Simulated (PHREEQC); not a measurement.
Solution (50 °C): 3.7 mol/kgw NaCl, 0.015 mol/kgw NaHCO3 and 4.2 mol/kgw MgCl2. Closed to the air; pH follows from the charge balance.

Equilibrium calculation in PHREEQC: Pitzer model, pitzer.dat.

pH: 4.25
ionic strength: 16.3 mol/kgw
activity of water: 0.381
density: 1.328 g/cm³
osmotic coefficient: 2.678
total alkalinity: 15.0 meq/kg

```json
[
 {"species": "Cl-", "molality": "12.1", "activity": "9.63", "log γ": "-0.099"},
 {"species": "Mg+2", "molality": "4.20", "activity": "1000", "log γ": "3.611"},
 {"species": "Na+", "molality": "3.71", "activity": "76.2", "log γ": "1.312"},
 {"species": "HCO3-", "molality": "0.0121", "activity": "4.83e-5", "log γ": "-2.398"},
 {"species": "CO2", "molality": "0.00174", "activity": "0.0135", "log γ": "0.889"},
 {"species": "MgCO3", "molality": "0.00118", "activity": "0.00118", "log γ": "0.000"},
 {"species": "MgOH+", "molality": "0.000555", "activity": "0.00135", "log γ": "0.384"},
 {"species": "CO3-2", "molality": "6.51e-6", "activity": "5.60e-11", "log γ": "-5.065"},
 {"species": "H+", "molality": "1.89e-7", "activity": "5.63e-5", "log γ": "2.475"},
 {"species": "OH-", "molality": "4.79e-8", "activity": "3.70e-10", "log γ": "-2.113"}
]
```

This is a speciation only: nothing precipitates in the calculation. Examples of supersaturated solids here: Halite, Magnesite (slow to form). Others may be too. In brines, pH and single-ion activities rest on the MacInnes convention. Constants without temperature data keep their 25 °C values here.
